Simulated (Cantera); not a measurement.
A perfectly stirred reactor is fed with C2H4 : O2 : N2 : CH4 = 0.019 : 0.004 : 1 : 0.0015 (molar parts), equivalence ratio 15, at 1.40 bar; it is held at 973 K, and followed from long to short residence time.

Computed with Cantera and GRI-Mech 3.0 (53 species, 325 reactions). GRI-Mech 3.0 was tuned for natural gas; its chemistry of ethylene as a main component is partial and can be far from experiment. GRI-Mech 3.0 stops at C3 and has no aromatics, soot or wall deposition, so with more carbon than oxygen in the feed, carbon stays in small species such as C2H2 where larger ones or solid carbon would form.

Predict: x(C2H4) at τ = 5.90 s; x(O2) at τ = 5.90 s; x(CH3) at τ = 5.90 s; x(H) at τ = 5.90 s; x(C2H4) at τ = 87.0 ms; x(O2) at τ = 87.0 ms; x(CH2) at τ = 87.0 ms; x(CH3) at τ = 87.0 ms; x(H) at τ = 87.0 ms.


```json
{
 "x(C2H4) at τ = 5.90 s": "0.0130",
 "x(O2) at τ = 5.90 s": "7.65e-5",
 "x(CH3) at τ = 5.90 s": "7.42e-7",
 "x(H) at τ = 5.90 s": "3.00e-8",
 "x(C2H4) at τ = 87.0 ms": "0.0155",
 "x(O2) at τ = 87.0 ms": "0.000811",
 "x(CH2) at τ = 87.0 ms": "1.62e-9",
 "x(CH3) at τ = 87.0 ms": "3.89e-6",
 "x(H) at τ = 87.0 ms": "2.36e-7"
}
```
